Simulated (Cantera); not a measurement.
Feed: 1 mol Si₃N₄, 0.24 mol CO₂, 200 mol H₂, 0.11 mol O₂, equilibrated at 2098 K and 0.130 bar.

Equilibrium computed with Cantera from the NASA thermochemical tables; the gas is ideal and each condensed phase is pure. Candidate condensed phases: C, C₆H₆, C₇H₈, C₈H₁₈, H₂O, Si, SiC, SiO₂, Si₂N₂O, Si₃N₄; 151 gas species. Gases not in the tables: Si₂H₆ and higher silanes. Equilibrium is a limit: real reactors are often held back by kinetics, nucleation or transport.

Base state: H₂ 0.977, N₂ 0.00974, H 0.00844, SiO 0.00244, Si 0.00100, CO 0.000996, SiH 0.000195, SiH₂ 0.000176 (mole fractions); condensed: Si(l).

Q: What changes in the equilibrium state with this change: temperature from 2098 K to 1973.15 K?

A: 
| species | before | after |
|---|---|---|
| H₂ | 0.977 | 0.983 |
| N₂ | 0.00974 | 0.00981 |
| H | 0.00844 | 0.00371 |
| Si | 0.00100 | 0.000243 |
| SiO | 0.00244 | 0.00269 |
| Si₂ | 1.30e-5 | 2.36e-6 |
| Si₂C | 3.21e-5 | 5.94e-6 |
| SiH | 0.000195 | 6.28e-5 |
| SiH₂ | 0.000176 | 8.94e-5 |
| HCN | 0.000127 | 6.45e-5 |
| Si(l), mol | 2.20 | 2.30 |
| SiC(s), mol | 0 | 0.0701 |
Mutual solubility and eutectic melting of coexisting phases are not modelled.
